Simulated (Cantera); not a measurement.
A perfectly stirred reactor is fed with H2 : O2 : N2 : H2O = 0.74 : 1 : 4.4 : 0.29 (molar parts), at 0.530 bar; it is held at 1275 K, and followed from long to short residence time.

Model: GRI-Mech 3.0 (53 species, 325 reactions), integrated in Cantera. The temperature is held fixed by assumption; the heat of reaction is taken as removed at once.

Question: Predict: x(H2) at τ = 2.00 s; x(O2) at τ = 2.00 s; x(H2O2) at τ = 2.00 s; x(H) at τ = 2.00 s; x(NO) at τ = 2.00 s; x(H2) at τ = 37.0 ms; x(O2) at τ = 37.0 ms; x(H2O2) at τ = 37.0 ms; x(H) at τ = 37.0 ms; x(NO) at τ = 37.0 ms.

Answer: 
- x(H2) at τ = 2.00 s: 4.25e-5
- x(O2) at τ = 2.00 s: 0.104
- x(H2O2) at τ = 2.00 s: 2.01e-7
- x(H) at τ = 2.00 s: 9.70e-7
- x(NO) at τ = 2.00 s: 5.67e-7
- x(H2) at τ = 37.0 ms: 0.000593
- x(O2) at τ = 37.0 ms: 0.104
- x(H2O2) at τ = 37.0 ms: 1.17e-6
- x(H) at τ = 37.0 ms: 5.35e-5
- x(NO) at τ = 37.0 ms: 2.48e-7
